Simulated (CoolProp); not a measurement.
Propylene along the isobar 1.32 MPa: fugacity coefficient from the reference equation and from simpler models built on Tc = 91.1 °C, pc = 4.555 MPa, ω = 0.146; each cubic takes its own stable root.

Values from CoolProp's reference Helmholtz-energy equation of state, Lemmon 2013.

| T (°C) | phase | reference |
|---|---|---|
| -23.45 | liquid | 0.1982 |
| 9.75 | liquid | 0.5203 |
| 42.95 | gas | 0.8467 |
| 76.05 | gas | 0.8882 |
| 109.25 | gas | 0.9160 |
| 142.45 | gas | 0.9356 |
| 175.55 | gas | 0.9499 |
| 208.75 | gas | 0.9607 |
| 241.95 | gas | 0.9690 |
| 275.05 | gas | 0.9755 |

Problem. How far does each simpler model (van der Waals, Redlich-Kwong, Soave-Redlich-Kwong, Peng-Robinson) lie from the reference over these 10 states: mean and median of the absolute difference, and the worst?

Solution. 
- van der Waals: mean 25.1 %, median 0.7 %, worst +180.8 % at -23.45 °C and 1.32 MPa
- Redlich-Kwong: mean 4.1 %, median 0.3 %, worst +22.9 % at -23.45 °C and 1.32 MPa
- Soave-Redlich-Kwong: mean 0.4 %, median 0.3 %, worst +1.6 % at 9.75 °C and 1.32 MPa
- Peng-Robinson: mean 0.6 %, median 0.6 %, worst -1.0 % at 76.05 °C and 1.32 MPa

At some of these states van der Waals gives the other phase, because its saturation line lies elsewhere.
